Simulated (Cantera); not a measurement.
Input: 1 mol SiH4, 1100 mol H2, at 683 Torr.

These are equilibrium values from Cantera (NASA tables, ideal gas, pure condensed phases), not measurements of a reactor. Candidate condensed phases: Si; 9 gas species. Gases not in the tables: Si2H6 and higher silanes. The numbers say what is thermodynamically allowed, not how fast it happens.

Problem. At 2050 K, list the 5 most abundant gas species with their mole fractions, and the condensed phases.

Solution. H2 0.997, H 0.00237, SiH2 0.000140, Si 8.49e-5, SiH 4.90e-5. Condensed: Si(l).
